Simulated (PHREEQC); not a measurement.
HF is added in steps, without added water, to 1 kg of water holding 0.00026 mol/kgw Ca(HCO3)2, 9.4e-05 mol/kgw Na2CO3 and 5.4e-06 mol/kgw H4SiO4, at 5 °C. O2 is buffered at 0.21 atm. CO2 from the air is kept out. Solids allowed: Aragonite, Fluorite, Portlandite, Chalcedony, Nahcolite, Natron. Others were left out.

Base run: PHREEQC, ion-association model, wateq4f.dat. Each further column changes one thing. The table gives Fluorite (mol).

```
HF added (mol)      base  database phreeqc.dat  all activity coefficients set to 1  metal-ligand complexes left out  Davies equation for every ion
--------------  --------  --------------------  ----------------------------------  -------------------------------  -----------------------------
0                      0                     0                                   0                                0                              0
0.000225               0                     0                                   0                                0                              0
0.00045          7.69e-5               7.71e-5                                   …                          7.72e-5                        7.69e-5
0.000675        0.000149              0.000149                            0.000157                         0.000149                       0.000149
0.0009          0.000187              0.000187                                   …                         0.000187                       0.000187
0.001125        0.000209              0.000209                                   …                         0.000209                       0.000209
0.00135         0.000222              0.000222                                   …                         0.000222                       0.000222
0.001575        0.000231              0.000231                            0.000234                         0.000231                       0.000231
0.0018          0.000236              0.000236                                   …                         0.000236                       0.000236
0.002025        0.000240              0.000240                            0.000243                         0.000240                       0.000240
0.00225         0.000243              0.000243                            0.000245                         0.000243                       0.000243
0.002475        0.000245              0.000245                            0.000247                         0.000245                       0.000245
0.0027          0.000247              0.000247                                   …                         0.000247                       0.000247
```

What belongs in the gaps?


- 0.00045, all activity coefficients set to 1: 8.60e-5
- 0.0009, all activity coefficients set to 1: 0.000194
- 0.001125, all activity coefficients set to 1: 0.000214
- 0.00135, all activity coefficients set to 1: 0.000227
- 0.0018, all activity coefficients set to 1: 0.000239
- 0.0027, all activity coefficients set to 1: 0.000249

Constants without temperature data keep their 25 °C values here. SiF6-2 is the database's only silicon fluoride. phreeqc.dat and wateq4f.dat share most of their constants, so their agreement is no independent check. Solids allowed in the column 'database phreeqc.dat': Aragonite, Fluorite, Quartz.
